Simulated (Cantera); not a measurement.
Input: 1 mol TiO2, 2 mol CH4, 0.1 mol CO, equilibrated at 1.33 mbar.

Cantera equilibrium calculation (NASA polynomials, part measured and part estimated; ideal gas, pure solids and liquids). Candidate condensed phases: C, C6H6, C7H8, C8H18, H2O, Ti, TiC, TiO, TiO2, Ti2O3, Ti3O5, Ti4O7; 113 gas species. TiC: taken at fixed stoichiometry. Equilibrium is a limit: real reactors are often held back by kinetics, nucleation or transport.

Task: At 2425 K, list the 5 most abundant gas species with their mole fractions, and the condensed phases.

Result: H2 0.342, H 0.287, CO 0.253, Ti 0.117, TiO 0.00211. Condensed: TiC(s).
